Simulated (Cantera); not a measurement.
Thermodynamics of abatement and gas-phase synthesis, feed SO2 + H2O + O2

Charge: 1 mol SO2, 3.7 mol H2O, 0.3 mol O2, equilibrated at 1200 °C and 0.0940 bar.

Cantera equilibrium calculation (NASA polynomials, part measured and part estimated; ideal gas, pure solids and liquids). Candidate condensed phases: H2O, H2SO4, S; 19 gas species. The numbers say what is thermodynamically allowed, not how fast it happens.

x(H2O): 0.740
x(SO2): 0.199
x(O2): 0.0596
x(SO3): 0.000642
x(OH): 0.000221
x(H2): 1.29e-5
x(O): 2.22e-6
gas amount: 4.999 mol
log10 activity of S(l) (absent): -9.67
